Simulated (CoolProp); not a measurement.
Water along the isobar 226 bar: Z from the reference equation and from simpler models built on Tc = 647.1 K, pc = 220.6 bar, ω = 0.344; each cubic takes its own stable root.

The numbers come from the reference Helmholtz-energy equation of state, Wagner 2002 in CoolProp.

| T (K) | phase | reference | Redlich-Kwong | Soave-Redlich-Kwong |
|---|---|---|---|---|
| 282.3 | liquid | 0.1717 | 0.2315 | 0.2264 |
| 301.1 | liquid | 0.1616 | 0.2204 | 0.2149 |
| 319.8 | liquid | 0.1533 | (withheld) | 0.2050 |
| 338.6 | liquid | 0.1461 | 0.2026 | 0.1964 |
| 357.4 | liquid | 0.1400 | 0.1955 | 0.1890 |
| 376.2 | liquid | 0.1347 | (withheld) | 0.1826 |
| 394.9 | liquid | 0.1302 | 0.1842 | 0.1771 |
| 413.7 | liquid | 0.1263 | 0.1798 | 0.1724 |
| 432.5 | liquid | 0.1230 | 0.1762 | 0.1685 |
| 451.3 | liquid | 0.1202 | 0.1734 | (withheld) |
| 470 | liquid | (withheld) | 0.1712 | 0.1629 |
| 488.8 | liquid | 0.1162 | 0.1699 | 0.1613 |

### Question
Fill in the missing entries.

### Answer

- 319.8, Redlich-Kwong: 0.2108
- 376.2, Redlich-Kwong: 0.1894
- 451.3, Soave-Redlich-Kwong: 0.1653
- 470, reference: 0.1180
